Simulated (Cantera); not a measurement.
Charge: 1 mol CH₃SiCl₃, 0.11 mol C₃H₈, 14 mol H₂, equilibrated at 250 Pa.

Method: chemical equilibrium by Gibbs-energy minimisation in Cantera with the NASA 1993 tables (ideal gas, pure condensed phases). Candidate condensed phases: C, C₆H₆, C₇H₈, C₈H₁₈, Si, SiC; 109 gas species. The feed counts by its element totals alone. Gases not in the tables: Si₂H₆ and higher silanes. Kinetics and transport are ignored.

Which condensed phases are stable at each of these points (T (K)): 2150, 2200, 2250, 2300, 2350, 2400, 2450, 2500?


```
T (K)      condensed phases  Si condensed (%)
-----  --------------------  ----------------
2150   C(graphite) + SiC(s)              70.7
2200   C(graphite) + SiC(s)              50.5
2250   C(graphite) + SiC(s)              12.0
2300            C(graphite)               0.0
2350            C(graphite)               0.0
2400            C(graphite)               0.0
2450            C(graphite)               0.0
2500            C(graphite)               0.0
```

From 2150 K to 2250 K the condensed part is C(graphite) + SiC(s). From 2300 K to 2500 K the condensed part is C(graphite).
